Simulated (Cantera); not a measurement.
# Ignition delay

Mixture: 16.6 % CH₄, 17.5 % O₂, 65.9 % N₂, at 9.90 bar, adiabatic and at constant pressure. Ignition delay is the time to a rise of 400 K.

Computed with Cantera and GRI-Mech 3.0 (53 species, 325 reactions).

```json
[
 {"T0 (K)": "1448", "delay (ms)": "0.429"},
 {"T0 (K)": "1523", "delay (ms)": "0.204"},
 {"T0 (K)": "1598", "delay (ms)": "0.101"},
 {"T0 (K)": "1673", "delay (ms)": "0.0519"},
 {"T0 (K)": "1748", "delay (ms)": "0.0281"}
]
```

```json
{
  "apparent activation energy between 1598 and 1748 K": "200 kJ/mol"
}
```
